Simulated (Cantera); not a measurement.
**Ignition delay**

Mixture: 4.66 % CH4, 0.559 % C2H6, 19.4 % O2, 73.1 % N2, 2.24 % CO2, equivalence ratio 0.58, at 0.820 bar, adiabatic and at constant pressure. Ignition delay is the time to a rise of 400 K.

Cantera simulation using GRI-Mech 3.0 (53 species, 325 reactions); the numbers are that mechanism's predictions, not measurements.

```
T0 (K)  delay (ms)
------  ----------
1250          2.52
1325          1.16
1400         0.572
1475         0.301
1550         0.169
1625         0.101
1700        0.0650
1775        0.0443
```

```yaml
apparent activation energy between 1625 and 1775 K: 130 kJ/mol
```
